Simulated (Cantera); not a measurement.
Cantera run, input and output.

```python
import numpy as np
import cantera as ct

surf = ct.Interface("diamond.yaml", "diamond_100")
gas, bulk = surf.adjacent["gas"], surf.adjacent["diamond"]
k = surf.kinetics_species_index(bulk.species_names[0])
cover = ["c6HH", "c6H*", "c6*H", "c6**", "c6HM", "c6B"]

rows, drift = [], 0.0
print(f"{'xCH3':>10s}{'um/h':>11s}" + "".join(f"{s:>11s}" for s in cover))
for v in [1e-06, 2.2e-06, 4.8e-06, 1e-05, 2.3e-05, 4.9e-05, 0.00011, 0.00023, 0.00051]:
    T, P, xH, xCH3 = 1200, 30000, 0.005, v
    gas.TPX = T, P, {"H": xH, "CH3": xCH3, "CH4": 0.0049, "H2": 1 - xH - xCH3 - 0.0049}
    surf.TP = bulk.TP = T, P
    surf.coverages = "c6H*:0.1, c6HH:0.9"
    surf.advance_coverages(100.0)
    before = surf.coverages
    surf.advance_coverages(100.0)
    drift = max(drift, np.max(np.abs(surf.coverages - before) / (surf.coverages + 1e-9)))
    rate = surf.net_production_rates[k] * bulk.mean_molecular_weight / bulk.density * 3.6e9
    rows.append([rate, *surf[cover].coverages])
    print(f"{v:10.4g}{rate:11.4e}" + "".join(f"{x:11.3e}" for x in rows[-1][1:]))
```

It prints:

```
      xCH3       um/h       c6HH       c6H*       c6*H       c6**       c6HM        c6B
     1e-06 2.2862e-01  4.425e-01  3.859e-02  4.896e-01  2.932e-02  3.528e-05  6.204e-10
   2.2e-06 5.0291e-01  4.425e-01  3.859e-02  4.895e-01  2.931e-02  7.761e-05  1.365e-09
   4.8e-06 1.0970e+00  4.424e-01  3.858e-02  4.894e-01  2.931e-02  1.693e-04  2.977e-09
     1e-05 2.2845e+00  4.423e-01  3.857e-02  4.893e-01  2.929e-02  3.525e-04  6.199e-09
   2.3e-05 5.2486e+00  4.419e-01  3.854e-02  4.889e-01  2.925e-02  8.100e-04  1.424e-08
   4.9e-05 1.1158e+01  4.413e-01  3.847e-02  4.881e-01  2.917e-02  1.722e-03  3.028e-08
   0.00011 2.4922e+01  4.399e-01  3.833e-02  4.862e-01  2.897e-02  3.847e-03  6.763e-08
   0.00023 5.1598e+01  4.370e-01  3.805e-02  4.827e-01  2.860e-02  7.967e-03  1.400e-07
   0.00051 1.1186e+02  4.306e-01  3.741e-02  4.746e-01  2.776e-02  1.729e-02  3.035e-07
```

Detailed kinetics in Cantera: the Harris–Goodwin 1993 mechanism for the reconstructed diamond (100) surface.
